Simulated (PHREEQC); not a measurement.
# Polishing slurry liquid: an equilibrium model

Make-up at 30 °C: 0.17 mol/kgw K2CO3, 0.00028 mol/kgw KNO3 and 0.05 mol/kgw KH2PO4. Closed to the air; pH follows from the charge balance.

The numbers come from PHREEQC with the ion-association model, wateq4f.dat.

No solid was allowed to form.

**Question.** Estimate the pH, ionic strength, activity of water.

**Answer.** pH 10.14; ionic strength 0.550 mol/kgw; activity of water 0.990.

**Question.** In which forms is P present?

**Answer.** HPO4-2 84 %, KHPO4- 12 %, PO4-3 4.2 % of the P.

H3PO4, which wateq4f.dat lacks, is added to it with the constant of phreeqc.dat.
